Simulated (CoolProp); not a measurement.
Vapour-liquid equilibrium of benzene (1) + n-nonane (2) at 0.73 bar; x and y are mole fractions of (1).

Model: multi-fluid Helmholtz-energy mixture model, Thol 2012 and Lemmon 2006; pair parameters Bell 2016, in CoolProp.

```tsv
x	bubble temperature, mixture model (K)	bubble temperature, Raoult's law (K)	y, mixture model	y, Raoult's law
0.05	399.4	403.3	0.333	0.261
0.125	385.7	392.8	0.596	0.509
0.2	376.3	384.3	0.727	0.660
0.275	369.6	377.3	0.800	0.758
0.35	364.7	371.4	?	0.824
0.425	360.8	366.4	0.878	0.871
0.5	357.6	362.1	?	0.905
0.575	354.9	358.3	?	0.930
0.65	352.5	354.9	?	0.950
0.725	350.3	351.9	0.952	0.965
0.8	?	349.1	0.966	0.978
0.875	?	346.6	0.979	0.987
0.95	344.2	344.4	?	0.995
```

Question: What belongs in the gaps?

Answer: 
- 0.35, y, mixture model: 0.847
- 0.5, y, mixture model: 0.902
- 0.575, y, mixture model: 0.921
- 0.65, y, mixture model: 0.938
- 0.8, bubble temperature, mixture model (K): 348.2
- 0.875, bubble temperature, mixture model (K): 346.2
- 0.95, y, mixture model: 0.992

The largest gap from Raoult's law is -8.0 K in bubble temperature, at x = 0.2. No azeotrope shows between x = 0.05 and 0.95.

Pair parameters are fitted to limited data, so mixtures are less certain than the pure fluids.
